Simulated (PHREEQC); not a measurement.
# Copper plating or etch bath

Dissolve 21 mmol/kgw CuSO4, 20 mmol/kgw HCl and 3.4 mmol/kgw Na2SO4 at 80 °C. Closed to the air; pH follows from the charge balance.

Model: ion-association model, phreeqc.dat, run in PHREEQC.

Each row changes one thing in this solution. Precipitation was switched off in this run.

```json
[
 {"case": "as made", "pH": "2.15", "ionic strength (mol/kgw)": "0.0668", "Cu+2 (mol/kgw)": "0.0136", "HSO4- (mol/kgw)": "0.0114", "SO4-2 (mol/kgw)": "0.00809", "CuSO4 (mol/kgw)": "0.00483"},
 {"case": "diluted 2-fold with water", "pH": "2.36", "ionic strength (mol/kgw)": "0.0363", "Cu+2 (mol/kgw)": "0.00734", "HSO4- (mol/kgw)": "0.00489", "SO4-2 (mol/kgw)": "0.00496", "CuSO4 (mol/kgw)": "0.00230"},
 {"case": "Na2SO4 left out", "pH": "2.10", "ionic strength (mol/kgw)": "0.0610", "Cu+2 (mol/kgw)": "0.0141", "HSO4- (mol/kgw)": "0.0103", "SO4-2 (mol/kgw)": "0.00644", "CuSO4 (mol/kgw)": "0.00421"},
 {"case": "0.00056 mol/kgw NaHSO4 added", "pH": "2.14", "ionic strength (mol/kgw)": "0.0676", "Cu+2 (mol/kgw)": "0.0136", "HSO4- (mol/kgw)": "0.0117", "SO4-2 (mol/kgw)": "0.00822", "CuSO4 (mol/kgw)": "0.00486"},
 {"case": "HCl from 0.02 to 0.03 mol/kgw", "pH": "1.90", "ionic strength (mol/kgw)": "0.0731", "Cu+2 (mol/kgw)": "0.0137", "HSO4- (mol/kgw)": "0.0147", "SO4-2 (mol/kgw)": "0.00611", "CuSO4 (mol/kgw)": "0.00347"},
 {"case": "HCl left out", "pH": "4.29", "ionic strength (mol/kgw)": "0.0582", "Cu+2 (mol/kgw)": "0.0120", "HSO4- (mol/kgw)": "0.000160", "SO4-2 (mol/kgw)": "0.0152", "CuSO4 (mol/kgw)": "0.00875"}
]
```

Species that the database lacks are ignored. Constants without temperature data keep their 25 °C values here.
